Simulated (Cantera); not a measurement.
A perfectly stirred reactor is fed with CH₄ : H₂ = 1 : 1.5 (molar parts), at 0.0267 bar; it is held at 1923 K, and followed from long to short residence time.

Computed with Cantera and GRI-Mech 3.0 (53 species, 325 reactions). GRI-Mech 3.0 stops at C3 and has no aromatics, soot or wall deposition, so with more carbon than oxygen in the feed, carbon stays in small species such as C2H2 where larger ones or solid carbon would form. Radical loss at walls, strong at low pressure, is not modelled.

x: mole fraction; the columns are a selection and need not sum to one.

```tsv
τ (s)	x CH₄	x H₂	x C₂H	x CH₂	x C₂H₄
6.2	0.00384	0.850	1.13e-5	2.74e-6	4.00e-5
1.7	0.00849	0.847	9.83e-6	4.36e-6	5.76e-5
0.45	0.0198	0.840	8.03e-6	6.39e-6	0.000132
0.12	[?]	0.824	[?]	[?]	[?]
0.033	[?]	0.792	[?]	[?]	[?]
0.0090	0.175	0.737	2.74e-6	1.35e-5	0.00411
0.0024	0.295	0.659	7.49e-7	1.27e-5	0.00721
0.00066	0.385	0.605	1.14e-8	3.80e-6	0.00186
0.00018	0.398	0.600	1.44e-11	3.56e-7	5.46e-5
```

Question: Fill in the missing entries.

Answer: 
- 0.12, x CH₄: 0.0447
- 0.12, x C₂H: 6.31e-6
- 0.12, x CH₂: 8.69e-6
- 0.12, x C₂H₄: 0.000429
- 0.033, x CH₄: 0.0925
- 0.033, x C₂H: 4.63e-6
- 0.033, x CH₂: 1.12e-5
- 0.033, x C₂H₄: 0.00143
